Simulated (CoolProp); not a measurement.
Vapour pressure (bar) of fluorine: the reference equation beside estimates from Tc = 144.4 K, pc = 52.40 bar, ω = 0.045.

Values from CoolProp's reference Helmholtz-energy equation of state, de Reuck 1990.

| T (K) | reference | Lee-Kesler | Peng-Robinson |
|---|---|---|---|
| 74.5 | 0.2508 | 0.2578 | 0.2708 |
| 79.8 | 0.5325 | 0.5443 | 0.5639 |
| 85.1 | 1.021 | 1.040 | 1.065 |
| 90.3 | 1.783 | 1.813 | 1.839 |
| 95.6 | 2.943 | 2.987 | 3.010 |
| 100.9 | 4.595 | 4.655 | 4.670 |
| 106.2 | 6.846 | 6.921 | 6.931 |
| 111.4 | 9.746 | 9.833 | 9.846 |
| 116.7 | 13.52 | 13.61 | 13.65 |

Absolute difference from the reference over all 9 rows, mean and median: Lee-Kesler 1.6 and 1.5 %, Peng-Robinson 3.2 and 2.3 %.
